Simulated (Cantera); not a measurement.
Charge: 1 mol Cu2O, a varied amount of H2, 16 mol N2, at 1848 K and 8.60 bar.

These are equilibrium values from Cantera (NASA tables, ideal gas, pure condensed phases), not measurements of a reactor. Candidate condensed phases: Cu, CuO, Cu(OH)2, Cu2O, H2O; 27 gas species. Kinetics and transport are ignored.

### Question
At 110 mol H2, list the 5 most abundant gas species with their mole fractions, and the condensed phases.

### Answer
H2 0.865, N2 0.127, H2O 0.00794, H 0.000168, Cu 0.000108. Condensed: Cu(l).
